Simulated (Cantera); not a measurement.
A perfectly stirred reactor is fed with CH4 : O2 : N2 : H2O = 1 : 1.43 : 5.37 : 1.8 (molar parts), at 5.00 bar; it is adiabatic with a 575 K inlet, and is followed from long to short residence time, starting on the burning branch (τ in s: 0.1, 0.036, 0.013, 0.0045, 0.0016, 0.00056, 0.0002, 7e-05, 2.5e-05, 8.6e-06).

Detailed kinetics in Cantera: GRI-Mech 3.0 (53 species, 325 reactions).

Task: What does this change do: inlet temperature 575 to 800 K?

Result: 
```
quantity                                                                       before                                 after
------------------------------------------------  -----------------------------------  ------------------------------------
blow-out, bracketed by the residence times tried  burning at 1.60 ms, out at 0.560 ms  burning at 0.560 ms, out at 0.200 ms
x(CH4) at τ = 0.100 s                                                         0.00194                              0.000220
x(O2) at τ = 0.100 s                                                         0.000204                               5.42e-5
x(H2O) at τ = 0.100 s                                                           0.311                                 0.310
x(N2O) at τ = 0.100 s                                                        8.81e-10                               3.00e-9
x(NO) at τ = 0.100 s                                                          5.61e-6                               4.04e-5
x(CH4) at τ = 0.560 ms                                                          0.104                               0.00493
x(O2) at τ = 0.560 ms                                                           0.149                               0.00567
x(H2O) at τ = 0.560 ms                                                          0.188                                 0.316
x(N2O) at τ = 0.560 ms                                                         <1e-12                               1.76e-8
x(NO) at τ = 0.560 ms                                                          <1e-12                               1.30e-5
```
